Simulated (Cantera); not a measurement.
Input: 1 mol ZrN, 5 mol H2, held at 1575 K and 1.33 mbar.

Equilibrium computed with Cantera from the NASA thermochemical tables; the gas is ideal and each condensed phase is pure. Candidate condensed phases: Zr, ZrN; 11 gas species. ZrN: taken at fixed stoichiometry. Equilibrium is a limit: real reactors are often held back by kinetics, nucleation or transport.

Base state: H2 0.999, H 0.00114 (mole fractions); condensed: ZrN(s).

Task: What changes in the equilibrium state with this change: temperature from 1575 K to 2598 K?

Result: 
```csv
species,before,after
H,0.00114,0.626
H2,0.999,0.361
N2,<1e-9,0.00678
Zr,<1e-9,0.00594
"ZrN(s), mol",1.00,0.899
"Zr(l), mol",0,0.0566
```
Mutual solubility and eutectic melting of coexisting phases are not modelled. Condensed phases not in the tables: N, O or C dissolved in the metal.
